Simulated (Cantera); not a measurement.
Input: 1 mol Si, a varied amount of N2O, 150 mol N2, held at 2075 K and 0.410 bar.

Method: chemical equilibrium by Gibbs-energy minimisation in Cantera with the NASA 1993 tables (ideal gas, pure condensed phases). Candidate condensed phases: Si, SiO2, Si2N2O, Si3N4; 16 gas species. The tables hold silica as quartz up to 1696 K and as liquid above; real silica turns to tridymite and cristobalite and melts near 1996 K. The numbers say what is thermodynamically allowed, not how fast it happens.

**Question.** What share of the Si ends up in condensed phases as a function of n(N2O) (mol), at 0.28, 0.33, 0.4, 0.48, 0.57, 0.68, 0.82, 0.97, 1.2, 1.4, 1.7, 2, 2.4?

**Answer.** 
```tsv
n(N2O) (mol)	Si condensed (%)	as
0.28	66.3	Si(l)
0.33	61.3	Si(l)
0.4	54.3	Si(l)
0.48	46.3	Si(l)
0.57	37.3	Si(l)
0.68	26.3	Si(l)
0.82	12.3	Si(l)
0.97	0.0	-
1.2	19.9	SiO2(l)
1.4	39.9	SiO2(l)
1.7	69.9	SiO2(l)
2	98.2	SiO2(l)
2.4	99.8	SiO2(l)
```
